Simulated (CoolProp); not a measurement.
A simple Rankine cycle with 1,2-dichloroethane: condensing at 329.15 K, boiler at 3.54 MPa, turbine inlet 499 K, turbine efficiency 0.75, pump efficiency 0.8, no recuperator. Each further row changes one setting.

Model: reference Helmholtz-energy equation of state, Thol 2015, in CoolProp.

```json
[
 {"case": "as stated", "thermal efficiency (%)": "14.5", "net work (kJ/kg)": "35.7", "heat in (kJ/kg)": "246", "turbine exit temperature (K)": "329.1", "volume ratio over the turbine": "379"},
 {"case": "condensing temperature 321.15 K", "thermal efficiency (%)": "15.4", "net work (kJ/kg)": "39.4", "heat in (kJ/kg)": "256", "turbine exit temperature (K)": "321.1", "volume ratio over the turbine": "517"},
 {"case": "boiler pressure 2.48 MPa", "thermal efficiency (%)": "14.7", "net work (kJ/kg)": "36.4", "heat in (kJ/kg)": "248", "turbine exit temperature (K)": "329.1", "volume ratio over the turbine": "378"},
 {"case": "turbine efficiency 0.65", "thermal efficiency (%)": "12.4", "net work (kJ/kg)": "30.4", "heat in (kJ/kg)": "246", "turbine exit temperature (K)": "329.1", "volume ratio over the turbine": "389"}
]
```

The expansion ends wet for: as stated; condensing temperature 321.15 K; boiler pressure 2.48 MPa; turbine efficiency 0.65.
